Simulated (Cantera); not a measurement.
A Cantera script and what it prints.

```python
import numpy as np
import cantera as ct

gas_names = [...]  # 116 gases of nasa_gas.yaml made of C, H, Mg, O
cond_names = """
    C(gr) C6H6(L) C7H8(L) C8H18(L),n-octa H2O(s) H2O(L) Mg(cr) Mg(L) MgCO3(s) MgO(s) MgO(L) MgO2H2(s)
""".split()


# ... load() reads the species with a 1 bar reference pressure and builds the phases ...
atoms = {
    'MgO': {'Mg': 1, 'O': 1},
    'CO': {'C': 1, 'O': 1},
    'H2': {'H': 2},
}
top_T = {'C(gr)': 4500}  # K; cautious upper limits of use, not melting points


# ... equilibrate(T, P, feed) seeds the gas with the atoms and calls Mixture.equilibrate('TP', solver="vcs", rtol=1e-11, max_steps=5000) ...
results = []
feed = {'MgO': 1, 'CO': 2.7, 'H2': 0.3}  # mol
T = 2598.15  # K
P = 133.322  # Pa
mix = equilibrate(T, P, feed)
results.append((T, P, feed, dict(zip(mix.species_names, mix.species_moles))))
x = sorted(zip(gas.X, gas.species_names), reverse=True)
print(f"T = {T:g} K  P = {P:g} Pa  gas = {mix.phase_moles(0):.4g} mol")
print("   x: " + "  ".join(f"{s} {v:.3e}" for v, s in x if v > 0.0001))
print("   condensed (mol): " + ("  ".join(f"{mix.phase(i).name} {mix.phase_moles(i):.4g}"
      for i in range(1, mix.n_phases) if mix.phase_moles(i) > 1e-12) or "none"))
```

Output:

```
T = 2598.15 K  P = 133.322 Pa  gas = 4.817 mol
   x: CO 5.136e-01  Mg 2.055e-01  O 9.602e-02  H 8.910e-02  CO2 4.688e-02  O2 2.307e-02  OH 1.214e-02  H2 7.293e-03  H2O 4.303e-03  MgO 1.994e-03  MgOH 1.067e-04
   condensed (mol): none
```

Cantera equilibrium calculation (NASA polynomials, part measured and part estimated; ideal gas, pure solids and liquids). The tables' values for MgH are old estimates; treat these amounts as uncertain.
